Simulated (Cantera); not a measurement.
**Transport properties of process gases**

Gas mixture: CH4 = 0.87 (molar parts), at 100000 Pa, frozen composition.

Cantera's kinetic-theory transport with the Lennard-Jones parameters of GRI-Mech 3.0, ideal gas; thermal conductivity in the multicomponent form.

```tsv
T (K)	ρ (kg/m³)	cp (J/kg/K)	μ (µPa s)	λ (mW/m/K)	Pr	D (cm²/s) O	D (cm²/s) H2	D (cm²/s) H2O
400	0.482	2526	14.4	50.8	0.718	0.562	1.22	0.404
500	0.386	2898	17.1	68.6	0.722	0.826	1.78	0.620
600	0.322	3287	19.5	88.4	0.725	1.13	2.42	0.873
700	0.276	3656	21.7	109	0.727	1.46	3.14	1.16
800	0.241	3989	23.8	130	0.728	1.83	3.92	1.48
900	0.214	4292	25.8	152	0.729	2.23	4.77	1.83
```
D: mixture-averaged diffusion coefficient of that species in the mixture.
